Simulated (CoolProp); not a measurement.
cis-2-butene along the isotherm 251.85 °C: density (kg/m³) from the reference equation and from simpler models built on Tc = 162.6 °C, pc = 4.236 MPa, ω = 0.202; each cubic takes its own stable root.

Computed with CoolProp (reference Helmholtz-energy equation of state, Lemmon 2005). It is a short technical equation, of lower accuracy than the large ones.

```
p (MPa)          phase  reference  van der Waals  Redlich-Kwong
-------  -------------  ---------  -------------  -------------
0.0201             gas     0.2586         0.2586         0.2586
0.0413             gas     0.5318         0.5318         0.5319
0.0847             gas      1.093          1.093          1.093
0.174              gas      2.254          2.254          2.255
0.357              gas      4.663          4.663          4.666
0.734              gas      9.756          9.758          9.771
1.51               gas          …              …              …
3.09               gas      46.41              …          46.80
6.35     supercritical          …              …              …
```

Q: Some entries are withheld; supply them.

A: 
- 1.51, reference: 20.84
- 1.51, van der Waals: 20.87
- 1.51, Redlich-Kwong: 20.91
- 3.09, van der Waals: 46.84
- 6.35, reference: 117.4
- 6.35, van der Waals: 127.4
- 6.35, Redlich-Kwong: 120.6
